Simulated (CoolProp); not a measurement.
Vapour-liquid equilibrium of propane (1) + n-pentane (2) at -59.55 °C; x and y are mole fractions of (1).

The numbers come from the multi-fluid Helmholtz-energy mixture model, Lemmon 2009 and Thol 2019; pair parameters Kunz 2012 in CoolProp.

Task: Give the bubble pressure and the first vapour's composition at x = 0.2, 0.35, 0.5. Is there an azeotrope?

Result: x = 0.2: 12.06 kPa, y = 0.955; x = 0.35: 18.62 kPa, y = 0.975; x = 0.5: 24.47 kPa, y = 0.985. No azeotrope shows between x = 0.05 and 0.95.

Pair parameters are fitted to limited data, so mixtures are less certain than the pure fluids.
